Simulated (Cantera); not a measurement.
## BF3 + N2 (boron, boron nitride and boron oxide)

Input: 1 mol BF3, 1.5 mol N2, at 2050 °C and 1.70 mbar.

Method: chemical equilibrium by Gibbs-energy minimisation in Cantera with the NASA 1993 tables (ideal gas, pure condensed phases). Candidate condensed phases: B, BN; 13 gas species. The tables' values for BF2 are old estimates; treat these amounts as uncertain. Rates play no part.

The x(N2) comes out as 0.589 and the x(BF3) is 0.375. The x(F) is 0.0178 and the x(BF2) is 0.0172. The x(BF) is 0.000308, the gas amount comes out as 2.545 mol and the log10 activity of B(s) (absent) is -7.45.
